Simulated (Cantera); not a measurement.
Input: 1 mol Fe2O3, 6 mol C, 1.4 mol CO, held at 0.00620 bar.

These are equilibrium values from Cantera (NASA tables, ideal gas, pure condensed phases), not measurements of a reactor. Candidate condensed phases: C, Fe, Fe(CO)5, FeO, Fe2O3, Fe3O4; 15 gas species. Iron dissolves carbon and melts from about 1420 K in contact with it, which pure phases cannot show. Condensed phases not in the tables: cementite and carbon dissolved in iron. Equilibrium is a limit: real reactors are often held back by kinetics, nucleation or transport.

x: gas mole fraction; n: condensed amount in mol.

| T (K) | x CO | x Fe | x CO2 | x C3 | x C | n C(graphite) | n Fe(α) | n Fe(γ) | n Fe(δ) | n Fe(l) |
|---|---|---|---|---|---|---|---|---|---|---|
| 900 | 0.968 | <1e-12 | 0.0324 | <1e-12 | <1e-12 | 3.14 | 2.00 | 0 | 0 | 0 |
| 1000 | 0.997 | 2.40e-12 | 0.00349 | <1e-12 | <1e-12 | 3.02 | 2.00 | 0 | 0 | 0 |
| 1100 | 0.999 | ? | ? | <1e-12 | <1e-12 | 3.00 | 2.00 | 0 | 0 | 0 |
| 1200 | 1.000 | 8.00e-9 | 0.000117 | <1e-12 | <1e-12 | 3.00 | 0 | 2.00 | 0 | 0 |
| 1300 | 1.000 | 1.76e-7 | 3.21e-5 | <1e-12 | <1e-12 | 3.00 | 0 | 2.00 | 0 | 0 |
| 1400 | 1.000 | 2.47e-6 | 1.06e-5 | <1e-12 | <1e-12 | 3.00 | 0 | 2.00 | 0 | 0 |
| 1500 | 1.000 | 2.42e-5 | 4.11e-6 | <1e-12 | <1e-12 | 3.00 | 0 | 2.00 | 0 | 0 |
| 1600 | 1.000 | 0.000177 | 1.80e-6 | <1e-12 | <1e-12 | 3.00 | 0 | 2.00 | 0 | 0 |
| 1700 | 0.999 | ? | ? | <1e-12 | ? | 3.00 | 0 | 0 | 2.00 | 0 |
| 1800 | 0.995 | 0.00475 | 4.58e-7 | 1.85e-11 | 4.08e-11 | 3.00 | 0 | 0 | 1.98 | 0 |
| 1900 | 0.982 | 0.0180 | 2.53e-7 | 3.33e-10 | 5.08e-10 | 3.00 | 0 | 0 | 0 | 1.92 |
| 2000 | 0.941 | 0.0588 | 1.40e-7 | 4.47e-9 | 4.91e-9 | 3.00 | 0 | 0 | 0 | 1.73 |
| 2100 | 0.829 | 0.171 | 6.93e-8 | 4.66e-8 | 3.82e-8 | 3.00 | 0 | 0 | 0 | 1.09 |

Complete the blanks.


- 1100, x Fe: 2.03e-10
- 1100, x CO2: 0.000547
- 1700, x Fe: 0.00101
- 1700, x CO2: 8.74e-7
- 1700, x C: 2.43e-12
